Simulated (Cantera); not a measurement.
A perfectly stirred reactor is fed with 8.70 % CH4, 4.35 % CO, 10.9 % O2, 63.0 % N2, 13.0 % H2O, equivalence ratio 1.8, at 100000 Pa; it is adiabatic with a 525 K inlet, and is followed from long to short residence time, starting on the burning branch (τ in s: 0.14, 0.048, 0.016, 0.0054, 0.0018, 0.0006, 0.0002, 6.8e-05, 2.3e-05).

Detailed kinetics in Cantera: GRI-Mech 3.0 (53 species, 325 reactions).

**Question.** Predict: blow-out, bracketed by the residence times tried; x(CH4) at τ = 0.140 s; x(CO) at τ = 0.140 s; x(O2) at τ = 0.140 s; x(C2H6) at τ = 0.140 s; x(H) at τ = 0.140 s; x(CH4) at τ = 1.80 ms; x(CO) at τ = 1.80 ms; x(O2) at τ = 1.80 ms.

**Answer.** 
```
Item                                                                           Value
------------------------------------------------  ----------------------------------
blow-out, bracketed by the residence times tried  burning at 48.0 ms, out at 16.0 ms
x(CH4) at τ = 0.140 s                                                         0.0113
x(CO) at τ = 0.140 s                                                          0.0554
x(O2) at τ = 0.140 s                                                         0.00317
x(C2H6) at τ = 0.140 s                                                       7.83e-5
x(H) at τ = 0.140 s                                                          3.05e-5
x(CH4) at τ = 1.80 ms                                                         0.0870
x(CO) at τ = 1.80 ms                                                          0.0435
x(O2) at τ = 1.80 ms                                                           0.109
```
